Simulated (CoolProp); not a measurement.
Saturation properties of carbon monoxide (Tc = 132.9 K, pc = 34.98 bar, ω = 0.050).

Model: reference Helmholtz-energy equation of state, Lemmon 2006, in CoolProp. It is a short technical equation, of lower accuracy than the large ones.

| T (K) | p (bar) | liquid density (kg/m³) | vapour density (kg/m³) | liquid cp (kJ/(kg K)) | surface tension (mN/m) |
|---|---|---|---|---|---|
| 86 | 1.620 | 773.8 | 6.732 | 2.163 | 8.59 |
| 89 | 2.173 | 760.0 | 8.852 | 2.181 | 7.97 |
| 92.1 | 2.881 | 745.4 | 11.54 | 2.206 | 7.32 |
| 95.1 | 3.716 | 730.6 | 14.68 | 2.237 | 6.71 |
| 98.1 | 4.717 | 715.4 | 18.45 | 2.276 | 6.10 |
| 101.1 | 5.900 | 699.5 | 22.94 | 2.325 | 5.50 |
| 104.1 | 7.284 | 682.9 | 28.26 | 2.386 | 4.91 |
| 107.1 | 8.888 | 665.4 | 34.56 | 2.464 | 4.32 |
| 110.1 | 10.73 | 646.8 | 42.01 | 2.562 | 3.75 |
| 113.1 | 12.83 | 627.0 | 50.88 | 2.690 | 3.19 |
| 116.1 | 15.21 | 605.6 | 61.49 | 2.863 | 2.64 |
| 119.1 | 17.90 | 582.1 | 74.36 | 3.108 | 2.11 |
| 122.1 | 20.91 | 555.9 | 90.30 | 3.481 | 1.59 |

It boils at 81.6 K under 1 atm.

Surface tension comes from a separate correlation (Mulero 2012).
